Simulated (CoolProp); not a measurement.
Vapour-liquid equilibrium of R142b (1) + R113 (2) at 0.922 MPa; x and y are mole fractions of (1).

The numbers come from the multi-fluid Helmholtz-energy mixture model, Lemmon 2006 and Marx 1992; pair parameters Bell 2016 in CoolProp.

Give the bubble temperature and the first vapour's composition at x = 0.05, 0.45, 0.65. Is there an azeotrope?

x = 0.05: 400.7 K, y = 0.152; x = 0.45: 360.9 K, y = 0.755; x = 0.65: 349.7 K, y = 0.870. No azeotrope shows between x = 0.05 and 0.95.

The pair parameters rest on a limited set of measurements; away from them the model extrapolates. The gap from Raoult's law changes sign with composition, which may be real or a fault of the pair parameters; it wasn't checked against measurements.
